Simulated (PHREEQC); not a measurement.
Dissolve 0.011 mol FeSO4, 0.012 mol NaH2PO4 and 0.2 mol NaCl per kg of water at 25 °C. Closed to the air; pH follows from the charge balance.

Computed with PHREEQC (ion-association model, phreeqc.dat).

The ionic strength comes out as 0.238 mol/kgw. What activity coefficients do NaHPO4-, NaSO4-, H+, HPO4-2, Fe+2 get?

NaHPO4- 0.74, NaSO4- 0.74, H+ 0.79, HPO4-2 0.28, Fe+2 0.31.

This is a speciation only: nothing precipitates in the calculation. The solution is supersaturated, for example in Vivianite, so a real one may precipitate; this is no full list.
